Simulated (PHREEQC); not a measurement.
Dissolve 0.46 mmol/kgw HF, 0.0074 mmol/kgw NH4HF2 and 0.17 mmol/kgw H3PO4 at 45 °C. Closed to the air; pH follows from the charge balance.

Computed with PHREEQC (ion-association model, wateq4f.dat).

Precipitation was switched off in this run.

Question: Order these F species by the share of F that they hold, largest first: HF2-, HF, F-.

Answer: F- (54 %), HF (46 %), HF2- (0.10 %)

The pH is 3.40 and the ionic strength 0.000416 mol/kgw. Complexes and solids missing from the database can't appear. H3PO4, which wateq4f.dat lacks, is added to it with the constant of phreeqc.dat. At this temperature some constants are extrapolated from 25 °C, and those without enthalpy data are left unchanged.
